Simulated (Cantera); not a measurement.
A freely propagating, adiabatic, planar premixed flame of H2 : O2 : N2 : H2O = 1 : 0.208 : 0.783 : 0.17 (molar parts), equivalence ratio 2.4, unburnt at 500 K and 10.0 bar; mixture-averaged transport, grid criteria slope 0.08 and curve 0.16, no radiation.

Detailed kinetics in Cantera: the H2/O2 subset of GRI-Mech 3.0, which has no nitrogen chemistry. The hydrogen kinetics of GRI-Mech 3.0 are dated; newer H2 mechanisms differ, most at raised pressure. Burning velocities carry a grid error of a few per cent, more on coarse grids.

What does this change do: H2 1 to 1.3 parts?


```tsv
quantity	before	after
laminar burning velocity	324 cm/s	231 cm/s
thermal thickness	0.0272 mm	0.0351 mm
peak x(H2O2)	0.000221	0.000239
peak x(OH)	0.00122	0.000430
peak x(O)	0.000437	0.000178
```

What does this change do: H2 1 to 0.79 parts?


```csv
quantity,before,after
laminar burning velocity,324 cm/s,378 cm/s
thermal thickness,0.0272 mm,0.0239 mm
peak x(H2O2),0.000221,0.000224
peak x(OH),0.00122,0.00281
peak x(O),0.000437,0.000841
```
